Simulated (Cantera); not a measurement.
An isothermal, constant-pressure homogeneous reactor starts with N2O : H2 : N2 = 1 : 0.0025 : 4.3 (molar parts), at 1350 K and 0.132 atm.

Computed with Cantera and GRI-Mech 3.0 (53 species, 325 reactions). GRI-Mech 3.0 was tuned for natural gas; its chemistry of N2O as a main component is partial and can be far from experiment. The mechanism lacks the step 2 NO + O2 → 2 NO2, which can matter for NO2 below about 1400 K. The temperature is held fixed by assumption; the heat of reaction is taken as removed at once.

x: mole fraction; the columns are a selection and need not sum to one.

| t (s) | x N2O | x H2 | x O2 | x O | x N2 | x OH | x NO |
|---|---|---|---|---|---|---|---|
| 5.00e-5 | 0.189 | 0.000471 | 5.94e-7 | 4.02e-6 | 0.811 | 1.00e-7 | 2.49e-7 |
| 0.000352 | 0.189 | 0.000469 | 1.65e-5 | 1.21e-5 | 0.811 | 3.17e-6 | 6.95e-6 |
| 0.00247 | 0.188 | 0.000402 | 0.000175 | 1.28e-5 | 0.811 | 2.30e-5 | 7.22e-5 |
| 0.0174 | 0.185 | 7.99e-5 | 0.00137 | 1.35e-5 | 0.813 | 1.91e-5 | 0.000518 |
| 0.122 | … | … | … | 1.37e-5 | 0.823 | 9.76e-6 | … |
| 0.862 | … | … | … | 1.28e-5 | 0.864 | 9.80e-6 | … |
| 6.06 | 0.00131 | 5.39e-9 | 0.0722 | 2.08e-6 | 0.900 | 3.95e-6 | 0.0263 |
| 42.6 | 1.98e-7 | 8.99e-10 | 0.0728 | 3.14e-7 | 0.900 | 1.53e-6 | 0.0263 |
| 300 | 1.97e-7 | 8.98e-10 | 0.0728 | 3.14e-7 | 0.900 | 1.53e-6 | 0.0262 |

**Question.** Some entries are withheld; supply them.

**Answer.** 
- 0.122, x N2O: 0.164
- 0.122, x H2: 1.66e-7
- 0.122, x O2: 0.00910
- 0.122, x NO: 0.00357
- 0.862, x N2O: 0.0750
- 0.862, x H2: 2.27e-8
- 0.862, x O2: 0.0432
- 0.862, x NO: 0.0168
